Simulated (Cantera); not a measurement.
An adiabatic, constant-pressure homogeneous reactor starts with CO : H2 : CH4 : O2 : N2 = 1 : 0.043 : 0.22 : 2.67 : 10 (molar parts), equivalence ratio 0.36, at 1750 K and 4.93 atm. Integrator tolerance rtol = 1e-08.

Cantera simulation using GRI-Mech 3.0 (53 species, 325 reactions); the numbers are that mechanism's predictions, not measurements.

Task: What does this change do: pressure from 4.93 atm to 0.523 atm?

Result: 
```csv
quantity,before,after
time of steepest temperature rise,17.4 µs,0.138 ms
temperature at 0.100 s,2524 K,2459 K
equilibrium temperature,2524 K,2459 K
x(CO) at 0.100 s,0.00469 (gas-phase equilibrium 0.00469),0.00952 (gas-phase equilibrium 0.00951)
x(H2) at 0.100 s,0.000287 (gas-phase equilibrium 0.000287),0.000605 (gas-phase equilibrium 0.000604)
x(CH4) at 0.100 s,<1e-12 (gas-phase equilibrium <1e-12),<1e-12 (gas-phase equilibrium <1e-12)
x(O) at 0.100 s,0.00251 (gas-phase equilibrium 0.00251),0.00562 (gas-phase equilibrium 0.00561)
x(NO2) at 0.100 s,2.52e-5 (gas-phase equilibrium 2.52e-5),7.82e-6 (gas-phase equilibrium 7.89e-6)
x(C2H6) at 0.100 s,<1e-12 (gas-phase equilibrium <1e-12),<1e-12 (gas-phase equilibrium <1e-12)
x(C2H2) at 0.100 s,<1e-12 (gas-phase equilibrium <1e-12),<1e-12 (gas-phase equilibrium <1e-12)
```
